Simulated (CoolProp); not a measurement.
CHF3 (R23) along the isotherm 118.75 °C: fugacity coefficient from the reference equation and from simpler models built on Tc = 26.1 °C, pc = 4.832 MPa, ω = 0.263; each cubic takes its own stable root.

Computed with CoolProp (reference Helmholtz-energy equation of state, Penoncello 2003).

```tsv
p (MPa)	phase	reference	van der Waals	Redlich-Kwong	Soave-Redlich-Kwong	Peng-Robinson
5.37	supercritical	0.8571	0.8382	0.8433	0.8734	0.8488
10.7	supercritical	0.7388	0.6948	0.7158	0.7729	0.7347
16.1	supercritical	0.6495	0.6009	0.6267	0.7018	0.6557
21.5	supercritical	0.5912	0.5551	0.5743	0.6587	0.6064
26.8	supercritical	0.5560	0.5360	0.5453	0.6357	0.5774
32.2	supercritical	0.5350	0.5325	0.5302	0.6255	0.5608
37.6	supercritical	0.5241	0.5399	0.5247	0.6249	0.5533
42.9	supercritical	0.5204	0.5552	0.5260	0.6312	0.5523
48.3	supercritical	0.5222	0.5776	0.5327	0.6432	0.5564
```
